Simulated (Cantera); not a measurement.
A closed system holds: 1 mol SiO2, 6.2 mol C, 0.35 mol N2, at 1298 K and 10.0 mbar.

Method: chemical equilibrium by Gibbs-energy minimisation in Cantera with the NASA 1993 tables (ideal gas, pure condensed phases). Candidate condensed phases: C, Si, SiC, SiO2, Si2N2O, Si3N4; 34 gas species. N2 is the only nitrogen source here; it is nearly inert below about 1500 K, so the nitride shown seldom forms there in practice. Mutual solubility and eutectic melting of coexisting phases are not modelled. The tables hold silica as quartz up to 1696 K and as liquid above; real silica turns to tridymite and cristobalite and melts near 1996 K. Kinetics and transport are ignored.

Base state: CO 0.714, N2 0.286, CO2 2.70e-5 (mole fractions); condensed: C(graphite) + SiO2(β-quartz) + Si2N2O(s).

Problem. What changes in the equilibrium state with this change: SiO2 replaced by Fe3O4?

Solution. 
```csv
species,before,after
CO,0.714,0.919
N2,0.286,0.0805
CO2,2.70e-5,4.48e-5
"C(graphite), mol",5.72,2.20
"SiO2(β-quartz), mol",0.682,0
"Si2N2O(s), mol",0.159,0
"Fe(γ), mol",0,3.00
```
Condensed phases not in the tables: cementite and carbon dissolved in iron. Further candidate phases: Fe, Fe(CO)5, FeO, Fe2O3, Fe3O4.
